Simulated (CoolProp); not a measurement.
Vapour-liquid equilibrium of n-hexane (1) + o-xylene (2) at 460.7 K; x and y are mole fractions of (1).

Values from CoolProp's multi-fluid Helmholtz-energy mixture model, Thol 2019 and Zhou 2012; pair parameters Bell 2016.

Task: Give the bubble pressure and the first vapour's composition at x = 0.05, 0.575, 0.65. Is there an azeotrope?

Result: x = 0.05: 0.3423 MPa, y = 0.203; x = 0.575: 0.9469 MPa, y = 0.828; x = 0.65: 1.032 MPa, y = 0.863. No azeotrope shows between x = 0.05 and 0.95.

Pair parameters are fitted to limited data, so mixtures are less certain than the pure fluids. The gap from Raoult's law changes sign with composition, which may be real or a fault of the pair parameters; it wasn't checked against measurements.
